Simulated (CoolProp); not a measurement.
The numbers come from the reference Helmholtz-energy equation of state, Schroeder 2014 in CoolProp.

Q: Give the vapour pressure (MPa), liquid density (kg/m³), vapour density (kg/m³) of saturated ethanol at 411, 419.5 K.

A: 
| T (K) | p (MPa) | liquid density (kg/m³) | vapour density (kg/m³) |
|---|---|---|---|
| 411 | 0.714 | 667 | 10.9 |
| 419.5 | 0.895 | 655 | 13.6 |
